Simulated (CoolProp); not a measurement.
Vapour-liquid equilibrium of R134a (1) + dimethyl ether (2) at 230.5 K; x and y are mole fractions of (1).

Model: multi-fluid Helmholtz-energy mixture model, Tillner-Roth 1994 and Wu 2011; pair parameters Bell 2016, in CoolProp.

```tsv
x	bubble pressure, mixture model (bar)	bubble pressure, Raoult's law (bar)	y, mixture model	y, Raoult's law
0.05	0.4266	0.4345	0.035	0.051
0.125	0.4167	0.4353	0.097	0.128
0.2	0.4086	0.4361	0.169	0.204
0.275	0.4028	0.4369	0.249	0.280
0.35	0.3992	0.4377	0.336	0.356
0.425	0.3981	0.4385	0.425	0.431
0.5	0.3992	0.4393	0.515	0.506
0.575	0.4024	0.4401	0.603	0.581
0.65	0.4073	0.4410	0.686	0.656
0.725	0.4137	0.4418	0.765	0.730
0.8	0.4212	0.4426	0.837	0.804
0.875	0.4296	0.4434	0.903	0.878
0.95	0.4385	0.4442	0.963	0.951
```

The largest gap from Raoult's law is -9.2 % in bubble pressure, at x = 0.425. y crosses x between x = 0.35 and 0.425: the model has an azeotrope there.

Pair parameters are fitted to limited data, so mixtures are less certain than the pure fluids.
